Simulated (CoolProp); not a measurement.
The fluid at 370.15 K and 0.639 MPa expands adiabatically to 0.0439 MPa with isentropic efficiency 0.8. The same conditions are run with several fluids, on thermodynamics alone (safety and materials aside).

The numbers come from the reference Helmholtz-energy equation of state of each fluid (R11: Jacobsen 1992; oxygen: Schmidt 1985; trans-2-butene: Lemmon 2005; R236FA: Pan 2012; dry air: Lemmon 2000) in CoolProp. Blends and air are pseudo-pure fits.

Rank R11, oxygen, trans-2-butene, R236FA, dry air by work (kJ/kg), highest first.

dry air (159), oxygen (144), trans-2-butene (99.2), R11 (39.1), R236FA (38.0)

```tsv
fluid	final temperature (K)	final density (kg/m³)
R11	291.9	2.53
oxygen	212.3	0.797
trans-2-butene	302.4	0.992
R236FA	320.4	2.53
dry air	211.4	0.724
```

Above 300 K oxygen's equation is extrapolated.
